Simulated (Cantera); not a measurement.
# Hydrocarbon pyrolysis for carbon deposition

An isothermal, constant-pressure homogeneous reactor starts with C₂H₆ : N₂ = 1 : 2.5 (molar parts), at 1248 K and 100000 Pa.

Detailed kinetics in Cantera: GRI-Mech 3.0 (53 species, 325 reactions). GRI-Mech 3.0 stops at C3 and has no aromatics, soot or wall deposition, so with more carbon than oxygen in the feed, carbon stays in small species such as C2H2 where larger ones or solid carbon would form.

```
t (s)       x C₂H₆     x HCN     x C₂H     x H₂   x C₂H₄    x CH₃      x H
--------  --------  --------  --------  -------  -------  -------  -------
2.00e-6      0.286    <1e-12    <1e-12  3.29e-8  3.14e-8  4.44e-6  3.87e-9
7.82e-6      0.286    <1e-12    <1e-12  1.62e-6  1.66e-6  1.46e-5  5.15e-8
3.06e-5      0.286    <1e-12    <1e-12  7.02e-5  7.10e-5  3.18e-5  5.12e-7
0.000120     0.283  1.58e-12    <1e-12  0.00156  0.00161  5.23e-5  2.19e-6
0.000468     0.267  7.55e-12  3.68e-12   0.0127   0.0132  6.98e-5  3.10e-6
0.00183      0.209  1.24e-11  1.50e-11   0.0526   0.0542  6.16e-5  3.47e-6
0.00715     0.0808  1.56e-11  5.17e-11    0.142    0.142  3.89e-5  4.29e-6
0.0280     0.00724  1.70e-11  8.84e-11    0.200    0.173  1.21e-5  2.70e-6
0.109      0.00261  1.78e-11  1.10e-10    0.216    0.145  7.79e-6  1.77e-6
0.428      0.00200  2.00e-11  1.37e-10    0.224    0.108  8.02e-6  1.48e-6
1.67       0.00153  2.53e-11  1.07e-10    0.203   0.0914  8.45e-6  9.78e-7
6.54       0.00106  3.49e-11  7.19e-11    0.168   0.0761  8.09e-6  5.42e-7
25.6      0.000678  4.86e-11  4.79e-11    0.133   0.0606  7.00e-6  2.85e-7
100       0.000463  6.91e-11  3.56e-11    0.108   0.0496  6.05e-6  1.72e-7
```
x: mole fraction; the columns are a selection and need not sum to one.

Equilibrium at this temperature and pressure: C₂H₆ 0.000362, HCN 0.0650, C₂H 2.22e-11, H₂ 0.113, C₂H₄ 0.0367, CH₃ 5.41e-6, H 1.58e-7 (gas phase only).
